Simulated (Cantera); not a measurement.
**Reactions in the system Br-Ca-H**

Standard-state values (1 bar) from the NASA 1993 polynomials, evaluated with Cantera. Values are per mole of reaction as written; species without (g) are pure solids or liquids, kept so even where they would boil at 1 bar.

2 HBr(g) + Ca ⇌ 2 H(g) + CaBr2

| T (K) | ΔH° (kJ) | ΔS° (J/K) | ΔG° (kJ) | log10 K |
|---|---|---|---|---|
| 1500 | -107.0 | -1.2 | -105.2 | 3.66 |
| 1550 | -104.7 | 0.4 | -105.2 | 3.55 |
| 1600 | -102.3 | 1.8 | -105.3 | 3.44 |
| 1650 | -100.0 | 3.3 | -105.4 | 3.34 |
| 1700 | -97.7 | 4.6 | -105.6 | 3.24 |
| 1750 | -95.4 | 6.0 | -105.9 | 3.16 |
